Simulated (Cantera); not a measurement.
An adiabatic, constant-pressure homogeneous reactor starts with H2 : O2 : N2 = 1 : 1.02 : 3.84 (molar parts), at 1225 K and 0.987 atm. Integrator tolerance rtol = 1e-08.

Model: GRI-Mech 3.0 (53 species, 325 reactions), integrated in Cantera.

Problem. What does this change do: pressure from 0.987 atm to 9.87 atm?

Solution. 
```tsv
quantity	before	after
time of steepest temperature rise	42.2 µs	24.4 µs
temperature at 9.00 s	2346 K	2376 K
equilibrium temperature	2346 K	2376 K
x(H2) at 9.00 s	0.00162 (gas-phase equilibrium 0.00162)	0.000613 (gas-phase equilibrium 0.000613)
x(O2) at 9.00 s	0.0889 (gas-phase equilibrium 0.0889)	0.0896 (gas-phase equilibrium 0.0896)
x(OH) at 9.00 s	0.00936 (gas-phase equilibrium 0.00936)	0.00592 (gas-phase equilibrium 0.00592)
x(H2O) at 9.00 s	0.179 (gas-phase equilibrium 0.179)	0.183 (gas-phase equilibrium 0.183)
x(NO2) at 9.00 s	7.31e-6 (gas-phase equilibrium 7.31e-6)	2.39e-5 (gas-phase equilibrium 2.39e-5)
x(O) at 9.00 s	0.00193 (gas-phase equilibrium 0.00193)	0.000724 (gas-phase equilibrium 0.000724)
x(H) at 9.00 s	0.000495 (gas-phase equilibrium 0.000495)	0.000112 (gas-phase equilibrium 0.000112)
```
The hydrogen kinetics of GRI-Mech 3.0 are dated; newer H2 mechanisms differ, most at raised pressure.
